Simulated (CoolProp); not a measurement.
Vapour pressure (kPa) of carbon monoxide: the reference equation beside estimates from Tc = -140.3 °C, pc = 3498 kPa, ω = 0.050. Clausius-Clapeyron is anchored at -165.75 °C with a constant enthalpy of vaporisation of 4.699 kJ/mol.

Model: reference Helmholtz-energy equation of state, Lemmon 2006, in CoolProp. It is a short technical equation, of lower accuracy than the large ones.

```csv
T (°C),reference,Clausius-Clapeyron,Redlich-Kwong,Peng-Robinson
-174.65,486.4,563.3,487.8,487.4
-171.65,607.3,667.4,614.1,608.3
-168.75,743.5,779.0,756.3,?
-165.75,906.2,906.2,?,907.9
-162.75,1093,1045,1120,?
-159.75,1306,1197,1340,1310
-156.75,?,1361,1588,1553
-153.85,1809,?,1855,?
-150.85,2112,1720,2161,2123
-147.85,2451,1922,?,2465
-144.85,2830,2135,2869,?
```

**Question.** Complete the blanks.

**Answer.** 
- -168.75, Peng-Robinson: 744.7
- -165.75, Redlich-Kwong: 926.0
- -162.75, Peng-Robinson: 1096
- -156.75, reference: 1547
- -153.85, Clausius-Clapeyron: 1532
- -153.85, Peng-Robinson: 1817
- -147.85, Redlich-Kwong: 2499
- -144.85, Peng-Robinson: 2844

Absolute difference from the reference over all 11 rows, mean and median: Clausius-Clapeyron 12.3 and 12.0 %, Redlich-Kwong 1.9 and 2.2 %, Peng-Robinson 0.3 and 0.3 %.
